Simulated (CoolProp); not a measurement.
Computed with CoolProp (reference Helmholtz-energy equation of state, Thol 2017).

Problem. For octamethyltrisiloxane (MDM), give the phase and the Joule-Thomson coefficient (K/MPa), fugacity coefficient at 525.6 K and 1.29 MPa.

Solution. 
- 525.6 K and 1.29 MPa: liquid; Joule-Thomson coefficient 1.01, fugacity coefficient 0.483
